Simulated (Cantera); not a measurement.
Cantera run, input and output.

```python
import numpy as np
import cantera as ct

gas = ct.Solution("h2o2.yaml")
gas.TPX = 723, 13332, {'H2': 1, 'O2': 0.847, 'N2': 3.19, 'H2O': 0.99}
flame = ct.FreeFlame(gas, width=0.16)
flame.set_refine_criteria(ratio=3, slope=0.08, curve=0.16)
flame.transport_model = "mixture-averaged"
flame.solve(loglevel=0, auto=True)
flame.transport_model = "multicomponent"
flame.soret_enabled = True
flame.solve(loglevel=0, refine_grid=True)
z, T = flame.grid, flame.T
thick = (T[-1] - T[0]) / np.gradient(T, z).max()
show = ['H2', 'O2', 'H2O', 'H', 'O', 'OH']
print(f"laminar burning velocity  {flame.velocity[0] * 100:.3f} cm/s")
print(f"burnt temperature         {T[-1]:.1f} K")
print(f"thermal thickness         {thick * 1e3:.4f} mm")
print(f"grid points               {len(z)}")
z0 = z[flame.heat_release_rate.argmax()]
print(f"{'z/mm':>9s}{'T/K':>9s}{'u/(m/s)':>9s}" + "".join(f"{s:>11s}" for s in show))
rows = []
for k in (-3, -2, -1.5, -1, -0.5, -0.25, 0, 0.25, 0.5, 1, 2, 4, 8):
    zz = z0 + k * thick
    rows.append([k * thick, np.interp(zz, z, T), np.interp(zz, z, flame.velocity),
                 *(np.interp(zz, z, flame.X[gas.species_index(s)]) for s in show)])
    print(f"{rows[-1][0] * 1e3:9.3f}{rows[-1][1]:9.1f}{rows[-1][2]:9.3f}" + "".join(f"{x:11.3e}" for x in rows[-1][3:]))
```

It prints:

```
laminar burning velocity  539.098 cm/s
burnt temperature         1875.7 K
thermal thickness         6.2380 mm
grid points               118
     z/mm      T/K  u/(m/s)         H2         O2        H2O          H          O         OH
  -18.714    723.0    5.391  1.659e-01  1.405e-01  1.643e-01  5.775e-14  5.159e-15  6.098e-16
  -12.476    723.0    5.391  1.659e-01  1.405e-01  1.643e-01  2.724e-11  2.274e-12  2.762e-13
   -9.357    723.0    5.391  1.659e-01  1.405e-01  1.643e-01  2.436e-09  1.777e-10  2.296e-11
   -6.238    723.0    5.391  1.659e-01  1.405e-01  1.643e-01  5.987e-07  3.681e-08  7.443e-09
   -3.119    732.4    5.442  1.620e-01  1.406e-01  1.656e-01  2.721e-04  1.762e-05  2.991e-05
   -1.559    825.4    6.054  1.413e-01  1.375e-01  1.782e-01  3.876e-03  3.459e-04  3.100e-04
    0.000   1081.2    7.767  7.540e-02  1.113e-01  2.358e-01  2.183e-02  4.170e-03  2.238e-03
    1.559   1292.7    9.200  2.753e-02  7.962e-02  2.930e-01  3.013e-02  9.025e-03  6.101e-03
    3.119   1399.9    9.907  2.019e-02  7.255e-02  3.070e-01  2.508e-02  9.381e-03  8.012e-03
    6.238   1514.8   10.642  1.745e-02  6.923e-02  3.168e-01  1.714e-02  8.084e-03  9.461e-03
   12.476   1625.9   11.334  1.380e-02  6.655e-02  3.272e-01  1.004e-02  6.106e-03  1.011e-02
   24.952   1720.5   11.909  9.476e-03  6.453e-02  3.372e-01  4.943e-03  4.013e-03  9.609e-03
   49.904   1792.3   12.337  5.448e-03  6.331e-02  3.457e-01  1.945e-03  2.233e-03  8.012e-03
```

Cantera simulation using the H2/O2 subset of GRI-Mech 3.0, which has no nitrogen chemistry; the numbers are that mechanism's predictions, not measurements. Burning velocities carry a grid error of a few per cent, more on coarse grids. Lean hydrogen flames are cellular in practice and burn faster than this planar one.
